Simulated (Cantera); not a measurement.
What does this Cantera script print?

```python
import numpy as np
import cantera as ct

gas = ct.Solution("gri30.yaml")
gas.TPX = 2373, 5100, {'CH4': 0.042, 'H2': 1, 'H': 0.023}
inlet = ct.Reservoir(gas, clone=True)

reactor = ct.IdealGasConstPressureReactor(gas, energy="off", clone=False)
exhaust = ct.Reservoir(gas, clone=True)
tau = [8.3, 2.8, 0.95, 0.32, 0.11, 0.037, 0.012, 0.0042, 0.0014, 0.00048, 0.00016][0]
for a, b in ((inlet, reactor), (reactor, exhaust)):
    ct.MassFlowController(a, b, mdot=lambda t: reactor.mass / tau)
net = ct.ReactorNet([reactor])
show = ['CH4', 'H2', 'H', 'CH3', 'C2H']

rows = []
print(f"{'tau/s':>10s}{'T/K':>9s}" + "".join(f"{s:>11s}" for s in show))
for tau in [8.3, 2.8, 0.95, 0.32, 0.11, 0.037, 0.012, 0.0042, 0.0014, 0.00048, 0.00016]:
    net.initial_time = 0.0
    net.advance(30 * tau)
    before = gas.X
    net.advance(40 * tau)
    drift = np.max(np.abs(gas.X - before) / (gas.X + 1e-9))
    rows.append([gas.T, *gas[show].X, drift])
    print(f"{tau:10.3e}{gas.T:9.1f}" + "".join(f"{x:11.3e}" for x in gas[show].X))
```

Output:

```
     tau/s      T/K        CH4         H2          H        CH3        C2H
 8.300e+00   2373.0  2.861e-05  9.220e-01  5.938e-02  3.386e-05  6.420e-05
 2.800e+00   2373.0  4.608e-05  9.227e-01  5.859e-02  5.375e-05  6.325e-05
 9.500e-01   2373.0  8.206e-05  9.247e-01  5.656e-02  9.217e-05  6.088e-05
 3.200e-01   2373.0  1.653e-04  9.292e-01  5.199e-02  1.698e-04  5.558e-05
 1.100e-01   2373.0  3.774e-04  9.363e-01  4.457e-02  3.297e-04  4.701e-05
 3.700e-02   2373.0  9.421e-04  9.440e-01  3.628e-02  6.644e-04  3.722e-05
 1.200e-02   2373.0  2.361e-03  9.499e-01  2.931e-02  1.336e-03  2.830e-05
 4.200e-03   2373.0  5.178e-03  9.526e-01  2.450e-02  2.438e-03  2.098e-05
 1.400e-03   2373.0  1.050e-02  9.525e-01  2.087e-02  4.194e-03  1.379e-05
 4.800e-04   2373.0  1.774e-02  9.503e-01  1.830e-02  6.184e-03  7.404e-06
 1.600e-04   2373.0  2.478e-02  9.479e-01  1.632e-02  7.598e-03  2.770e-06
```

Computed with Cantera and GRI-Mech 3.0 (53 species, 325 reactions). GRI-Mech 3.0 stops at C3 and has no aromatics, soot or wall deposition, so with more carbon than oxygen in the feed, carbon stays in small species such as C2H2 where larger ones or solid carbon would form.
